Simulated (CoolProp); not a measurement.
Values from CoolProp's reference Helmholtz-energy equation of state, Thol 2017.

### Question
For decamethyltetrasiloxane (MD2M), give the phase and the density (kg/m³), cv (kJ/(kg K)), Joule-Thomson coefficient (K/MPa), expansivity (1/kK) at 600 K and 0.124 MPa.

### Answer
- 600 K and 0.124 MPa: gas; density 8.01, cv 2.01, Joule-Thomson coefficient 8.76, expansivity 1.91
